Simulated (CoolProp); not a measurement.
C2F6 (R116) along the isotherm 22.45 °C: fugacity coefficient from the reference equation and from simpler models built on Tc = 19.9 °C, pc = 3048 kPa, ω = 0.257; each cubic takes its own stable root.

The numbers come from the reference Helmholtz-energy equation of state, Lemmon 2006 in CoolProp. It is a short technical equation, of lower accuracy than the large ones.

```
p (kPa)          phase  reference  van der Waals  Redlich-Kwong  Soave-Redlich-Kwong  Peng-Robinson
-------  -------------  ---------  -------------  -------------  -------------------  -------------
508                gas     0.9466         0.9517            [?]                  [?]         0.9395
1020               gas     0.8932         0.9033         0.8909               0.8914         0.8803
1520               gas     0.8414         0.8561         0.8387               0.8394            [?]
2030               gas     0.7885         0.8074            [?]               0.7867         0.7679
2540               gas     0.7347         0.7574         0.7324               0.7337         0.7122
3050     supercritical     0.6779         0.7036            [?]               0.6782         0.6550
3560     supercritical     0.6088         0.6364         0.6097               0.6127         0.5895
4060     supercritical     0.5504            [?]            [?]                  [?]         0.5344
4570     supercritical     0.5036         0.5382         0.5093               0.5123         0.4897
```

Task: What belongs in the gaps?

Result: 
- 508, Redlich-Kwong: 0.9452
- 508, Soave-Redlich-Kwong: 0.9454
- 1520, Peng-Robinson: 0.8241
- 2030, Redlich-Kwong: 0.7858
- 3050, Redlich-Kwong: 0.6765
- 4060, van der Waals: 0.5820
- 4060, Redlich-Kwong: 0.5542
- 4060, Soave-Redlich-Kwong: 0.5573
